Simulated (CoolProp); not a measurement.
Values from CoolProp's reference Helmholtz-energy equation of state, Zhou 2011.

For dimethyl carbonate, give the phase and the Z, cv (kJ/(kg K)), speed of sound (m/s), fugacity coefficient at 323.6 K and 0.342 MPa; 323.6 K and 0.736 MPa; 323.6 K and 2.33 MPa.


- 323.6 K and 0.342 MPa: liquid; Z 0.0111, cv 1.38, speed of sound 1100, fugacity coefficient 0.0694
- 323.6 K and 0.736 MPa: liquid; Z 0.0239, cv 1.38, speed of sound 1100, fugacity coefficient 0.0327
- 323.6 K and 2.33 MPa: liquid; Z 0.0756, cv 1.38, speed of sound 1110, fugacity coefficient 0.0109
